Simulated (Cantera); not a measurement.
An isothermal, constant-pressure homogeneous reactor starts with NO : N₂ = 1 : 13 (molar parts), at 2025 K and 21000 Pa. Integrator tolerance rtol = 1e-08.

Detailed kinetics in Cantera: GRI-Mech 3.0 (53 species, 325 reactions).

Task: What does this change do: pressure from 21000 Pa to 180000 Pa?

Result: 
```json
[
 {"quantity": "x(NO) at 20.0 s", "before": "0.00480 (gas-phase equilibrium 0.00364)", "after": "0.00365 (gas-phase equilibrium 0.00365)"},
 {"quantity": "x(O₂) at 20.0 s", "before": "0.0331 (gas-phase equilibrium 0.0337)", "after": "0.0338 (gas-phase equilibrium 0.0338)"},
 {"quantity": "x(N₂O) at 20.0 s", "before": "1.07e-7 (gas-phase equilibrium 1.04e-7)", "after": "3.04e-7 (gas-phase equilibrium 3.04e-7)"},
 {"quantity": "x(N₂) at 20.0 s", "before": "0.962 (gas-phase equilibrium 0.962)", "after": "0.962 (gas-phase equilibrium 0.962)"},
 {"quantity": "x(O) at 20.0 s", "before": "0.000323 (gas-phase equilibrium 0.000326)", "after": "0.000112 (gas-phase equilibrium 0.000112)"},
 {"quantity": "x(NO₂) at 20.0 s", "before": "1.45e-6 (gas-phase equilibrium 1.11e-6)", "after": "3.25e-6 (gas-phase equilibrium 3.25e-6)"}
]
```

Task: What does this change do: temperature 2025 to 2198 K?

Result: 
| quantity | before | after |
|---|---|---|
| x(NO) at 20.0 s | 0.00480 (gas-phase equilibrium 0.00364) | 0.00548 (gas-phase equilibrium 0.00548) |
| x(O₂) at 20.0 s | 0.0331 (gas-phase equilibrium 0.0337) | 0.0324 (gas-phase equilibrium 0.0324) |
| x(N₂O) at 20.0 s | 1.07e-7 (gas-phase equilibrium 1.04e-7) | 1.54e-7 (gas-phase equilibrium 1.54e-7) |
| x(N₂) at 20.0 s | 0.962 (gas-phase equilibrium 0.962) | 0.961 (gas-phase equilibrium 0.961) |
| x(O) at 20.0 s | 0.000323 (gas-phase equilibrium 0.000326) | 0.00106 (gas-phase equilibrium 0.00106) |
| x(NO₂) at 20.0 s | 1.45e-6 (gas-phase equilibrium 1.11e-6) | 1.26e-6 (gas-phase equilibrium 1.26e-6) |
